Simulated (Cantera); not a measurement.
Charge: 1 mol SiH2Cl2, 0.011 mol C2H2, 830 mol H2, 0.37 mol C3H8, held at 56.0 mbar.

These are equilibrium values from Cantera (NASA tables, ideal gas, pure condensed phases), not measurements of a reactor. Candidate condensed phases: C, C6H6, C7H8, C8H18, Si, SiC; 109 gas species. Kinetics and transport are ignored.

Task: Which condensed phases are stable at each of these points (T (°C)): 652, 752, 852, 952, 1052, 1152, 1252?

Result: 
| T (°C) | condensed phases | Si condensed (%) |
|---|---|---|
| 652 | SiC(s) | 99.5 |
| 752 | SiC(s) | 100.0 |
| 852 | SiC(s) | 100.0 |
| 952 | SiC(s) | 100.0 |
| 1052 | SiC(s) | 100.0 |
| 1152 | SiC(s) | 100.0 |
| 1252 | C(graphite) + SiC(s) | 100.0 |

From 652 °C to 1152 °C the condensed part is SiC(s). At 1252 °C the condensed part is C(graphite) + SiC(s).
